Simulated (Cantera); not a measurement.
A perfectly stirred reactor is fed with 19.2 % C2H6, 80.8 % N2, at 0.592 atm; it is held at 1423 K, and followed from long to short residence time.

Detailed kinetics in Cantera: GRI-Mech 3.0 (53 species, 325 reactions). GRI-Mech 3.0 stops at C3 and has no aromatics, soot or wall deposition, so with more carbon than oxygen in the feed, carbon stays in small species such as C2H2 where larger ones or solid carbon would form.

Predict: x(C2H6) at τ = 0.570 s; x(HCN) at τ = 0.570 s; x(C2H) at τ = 0.570 s; x(CH3) at τ = 0.570 s; x(C2H4) at τ = 0.570 s; x(C2H6) at τ = 35.0 ms; x(HCN) at τ = 35.0 ms; x(C2H) at τ = 35.0 ms; x(CH3) at τ = 35.0 ms; x(C2H4) at τ = 35.0 ms.


* **x(C2H6) at τ = 0.570 s**: 0.000476
* **x(HCN) at τ = 0.570 s**: 2.81e-9
* **x(C2H) at τ = 0.570 s**: 8.27e-9
* **x(CH3) at τ = 0.570 s**: 5.90e-5
* **x(C2H4) at τ = 0.570 s**: 0.0128
* **x(C2H6) at τ = 35.0 ms**: 0.00353
* **x(HCN) at τ = 35.0 ms**: 2.89e-9
* **x(C2H) at τ = 35.0 ms**: 1.68e-8
* **x(CH3) at τ = 35.0 ms**: 0.000155
* **x(C2H4) at τ = 35.0 ms**: 0.0300
